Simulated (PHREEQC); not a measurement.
Consider water at 20 °C with 8 mmol/kgw HF and 8.3 mmol/kgw NH4F. Closed to the air; pH follows from the charge balance.

All values are PHREEQC results (ion-association model, phreeqc.dat), not measurements.

Each row changes one thing in this solution. This is a speciation only: nothing precipitates in the calculation.

```json
[
 {"case": "as made", "pH": "3.19", "ionic strength (mol/kgw)": "0.00901", "F- (mol/kgw)": "0.00878", "HF (mol/kgw)": "0.00706", "HF2- (mol/kgw)": "0.000228"},
 {"case": "temperature from 20 to 5 °C", "pH": "3.10", "ionic strength (mol/kgw)": "0.00917", "F- (mol/kgw)": "0.00898", "HF (mol/kgw)": "0.00693", "HF2- (mol/kgw)": "0.000194"},
 {"case": "NH4F from 0.0083 to 0.083 mol/kgw", "pH": "4.14", "ionic strength (mol/kgw)": "0.0831", "F- (mol/kgw)": "0.0813", "HF (mol/kgw)": "0.00609", "HF2- (mol/kgw)": "0.00182"},
 {"case": "HF replaced by Na2SiF6 at the same molality", "pH": "4.09", "ionic strength (mol/kgw)": "0.0321", "F- (mol/kgw)": "0.00878", "HF (mol/kgw)": "0.000819", "HF2- (mol/kgw)": "2.64e-5"},
 {"case": "NH4F left out", "pH": "2.68", "ionic strength (mol/kgw)": "0.00218", "F- (mol/kgw)": "0.00213", "HF (mol/kgw)": "0.00577", "HF2- (mol/kgw)": "4.53e-5"},
 {"case": "diluted 10-fold with water", "pH": "3.51", "ionic strength (mol/kgw)": "0.00115", "F- (mol/kgw)": "0.00115", "HF (mol/kgw)": "0.000474", "HF2- (mol/kgw)": "2.01e-6"},
 {"case": "HF left out", "pH": "6.30", "ionic strength (mol/kgw)": "0.00830", "F- (mol/kgw)": "0.00829", "HF (mol/kgw)": "5.21e-6", "HF2- (mol/kgw)": "1.59e-7"}
]
```

Species that the database lacks are ignored. Some of these states are supersaturated (in Quartz (slow to form), for instance). Constants without temperature data keep their 25 °C values here. SiF6-2 is the database's only silicon fluoride.
